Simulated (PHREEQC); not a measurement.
Solution (20 °C): 150 mmol/kgw HCl, 1.8 mmol/kgw NaNO3, 1.9 mmol/kgw Li2CO3 and 0.18 mmol/kgw Al(NO3)3. Closed to the air; pH follows from the charge balance.

Computed with PHREEQC (ion-association model, wateq4f.dat).

Each row changes one thing in this solution. No solid was allowed to form.

| case | pH | AlOH+2 (mol/kgw) | SI of Halite (NaCl) | SI of Gibbsite (Al(OH)3) |
|---|---|---|---|---|
| as made | 0.93 | 4.73e-9 | -5.39 | -10.19 |
| 0.0074 mol/kgw AlCl3 added | 0.93 | 1.96e-7 | -5.35 | -8.60 |
| Li2CO3 from 0.0019 to 0.00209 mol/kgw | 0.93 | 4.74e-9 | -5.39 | -10.19 |
| NaNO3 from 0.0018 to 0.0027 mol/kgw | 0.93 | 4.73e-9 | -5.22 | -10.19 |
| Li2CO3 left out | 0.92 | 4.61e-9 | -5.39 | -10.23 |
| Li2CO3 replaced by NaHCO3 at the same molality | 0.92 | 4.67e-9 | -5.08 | -10.21 |
| temperature from 20 to 60 °C | 0.93 | 5.28e-8 | -5.49 | -8.19 |
| diluted 2-fold with water | 1.21 | 5.04e-9 | -5.94 | -9.50 |

Species that the database lacks are ignored. At this temperature some constants are extrapolated from 25 °C, and those without enthalpy data are left unchanged.
